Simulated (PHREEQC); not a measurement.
**Nickel, zinc or cadmium bath: an equilibrium model**

Make-up at 25 °C: 1.8 mmol/kgw NiCl2 and 0.39 mmol/kgw KCl. Closed to the air; pH follows from the charge balance.

Computed with PHREEQC (ion-association model, wateq4f.dat).

No solid was allowed to form.

What pH does the model give?

pH 6.36.
